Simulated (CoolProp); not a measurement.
Values from CoolProp's reference Helmholtz-energy equation of state, Lemmon 2005. It is a short technical equation, of lower accuracy than the large ones.

Question: Give the vapour pressure (MPa), liquid density (kg/m³), liquid cp (kJ/(kg K)), vapour Z of saturated isobutene at 4.75 °C.

Answer: 
```json
[
 {"T (°C)": "4.75", "p (MPa)": "0.157", "liquid density (kg/m³)": "613", "liquid cp (kJ/(kg K))": "2.28", "vapour Z": "0.943"}
]
```
